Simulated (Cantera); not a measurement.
A Cantera script and its output.

```python
import numpy as np
import cantera as ct

gas = ct.Solution("gri30.yaml", transport_model="mixture-averaged")
show = ['O', 'H', 'H2O']

rows = []
print(f"{'T/K':>7s}{'rho':>11s}{'cp':>10s}{'mu':>11s}{'lambda':>11s}{'Pr':>7s}" + "".join(f"{'D_' + s:>11s}" for s in show))
for T in [400, 650, 900, 1150, 1400, 1650, 1900]:
    gas.TPX = T, 26, {'NO': 0.53}
    Pr = gas.cp_mass * gas.viscosity / gas.thermal_conductivity
    D = [gas.mix_diff_coeffs_mole[gas.species_index(s)] for s in show]
    rows.append([gas.density, gas.cp_mass, gas.viscosity, gas.thermal_conductivity, Pr, *D])
    print(f"{T:7g}{gas.density:11.4e}{gas.cp_mass:10.1f}{gas.viscosity:11.4e}"
          f"{gas.thermal_conductivity:11.4e}{Pr:7.3f}" + "".join(f"{d:11.4e}" for d in D))
print("SI units: kg/m3, J/kg/K, Pa s, W/m/K, m2/s")
```

Result:

```
    T/K        rho        cp         mu     lambda     Pr        D_O        D_H      D_H2O
    400 2.3458e-04     998.6 2.3120e-05 3.2415e-02  0.712 2.0544e-01 7.9154e-01 1.5234e-01
    650 1.4436e-04    1054.2 3.2312e-05 4.8223e-02  0.706 4.6790e-01 1.8264e+00 3.7421e-01
    900 1.0426e-04    1113.9 4.0086e-05 6.3038e-02  0.708 8.0641e-01 3.1631e+00 6.6688e-01
   1150 8.1592e-05    1153.1 4.7043e-05 7.6728e-02  0.707 1.2125e+00 4.7669e+00 1.0203e+00
   1400 6.7022e-05    1181.0 5.3449e-05 8.9432e-02  0.706 1.6806e+00 6.6151e+00 1.4282e+00
   1650 5.6867e-05    1202.5 5.9446e-05 1.0130e-01  0.706 2.2067e+00 8.6915e+00 1.8864e+00
   1900 4.9385e-05    1218.7 6.5123e-05 1.1247e-01  0.706 2.7876e+00 1.0984e+01 2.3920e+00
SI units: kg/m3, J/kg/K, Pa s, W/m/K, m2/s
```

Model: GRI-Mech 3.0 (53 species, 325 reactions), integrated in Cantera. The composition is frozen, though it would react at the higher temperatures.
